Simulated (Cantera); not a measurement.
A freely propagating, adiabatic, planar premixed flame of H2 : O2 : N2 : H2O = 1 : 0.312 : 1.17 : 0.72 (molar parts), equivalence ratio 1.6, unburnt at 400 K and 263 Torr; multicomponent+Soret transport, grid criteria slope 0.08 and curve 0.16, no radiation.

Cantera simulation using the H2/O2 subset of GRI-Mech 3.0, which has no nitrogen chemistry; the numbers are that mechanism's predictions, not measurements. Burning velocities carry a grid error of a few per cent, more on coarse grids.

x: mole fraction of selected species; z is measured from the peak of heat release.

```csv
z (mm),T (K),u (m/s),x H2,x O2,x H2O,x OH,x H2O2,x H
-3.53,400,2.50,0.312,0.0974,0.225,<1e-8,<1e-8,<1e-8
-2.35,400,2.50,0.312,0.0974,0.225,<1e-8,<1e-8,<1e-8
-1.76,400,2.50,0.312,0.0975,0.225,<1e-8,<1e-8,<1e-8
-1.18,400,2.50,0.310,0.0977,0.225,<1e-8,3.20e-8,<1e-8
-0.588,425,2.58,0.289,0.100,0.233,1.45e-5,1.32e-5,1.09e-5
-0.294,[?],3.75,0.257,0.0953,0.256,0.000551,4.57e-5,0.00178
0,[?],5.66,0.211,0.0730,0.308,0.000795,7.08e-6,0.0138
0.294,[?],7.05,0.156,0.0389,0.374,0.00201,1.39e-6,0.0324
0.588,1349,7.81,0.123,0.0156,0.419,0.00330,1.32e-6,0.0424
1.18,1464,8.44,0.110,0.00391,0.442,0.00428,1.04e-6,0.0412
2.35,1563,8.96,0.113,0.00191,0.449,0.00437,6.21e-7,0.0314
4.71,1648,9.39,0.117,0.00103,0.455,0.00379,3.17e-7,0.0217
9.41,1713,9.72,0.120,0.000471,0.459,0.00286,1.51e-7,0.0140
```

### Question
Complete the blanks.

### Answer

- -0.294, T (K): 636
- 0, T (K): 972
- 0.294, T (K): 1216
